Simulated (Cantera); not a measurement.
Feed: 1 mol MgCO₃, 0.012 mol CO₂, 0.04 mol C, equilibrated at 10.0 Torr.

These are equilibrium values from Cantera (NASA tables, ideal gas, pure condensed phases), not measurements of a reactor. Candidate condensed phases: C, Mg, MgCO₃, MgO; 15 gas species. The numbers say what is thermodynamically allowed, not how fast it happens. All values below are at 2148 K.

Base state: CO₂ 0.808, CO 0.151, O₂ 0.0375, O 0.00323, Mg 0.000297, MgO 2.32e-5 (mole fractions); condensed: MgO(s).

Question: What changes in the equilibrium state with this change: pressure from 10.0 Torr to 75.0 Torr?

Answer: 
```json
[
 {"species": "CO₂", "before": "0.808", "after": "0.884"},
 {"species": "CO", "before": "0.151", "after": "0.102"},
 {"species": "O₂", "before": "0.0375", "after": "0.0131"},
 {"species": "Mg", "before": "0.000297", "after": "2.45e-5"},
 {"species": "MgO", "before": "2.32e-5", "after": "3.09e-6"},
 {"species": "O", "before": "0.00323", "after": "0.000699"},
 {"species": "MgO(s), mol", "before": "1.000", "after": "1.000"}
]
```
